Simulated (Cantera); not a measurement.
Feed: 1 mol Si₃H₈, 71 mol H₂, at 1600 K and 0.00150 bar.

Cantera equilibrium calculation (NASA polynomials, part measured and part estimated; ideal gas, pure solids and liquids). Candidate condensed phases: Si; 9 gas species. The feed counts by its element totals alone. Kinetics and transport are ignored.

Base state: H₂ 0.999, H 0.00140, Si 6.50e-5 (mole fractions); condensed: Si(s).

What changes in the equilibrium state with this change: temperature from 1600 K to 1275 K?


| species | before | after |
|---|---|---|
| H₂ | 0.999 | 1.000 |
| H | 0.00140 | 1.90e-5 |
| Si | 6.50e-5 | 1.29e-8 |
| Si(s), mol | 2.99 | 3.00 |
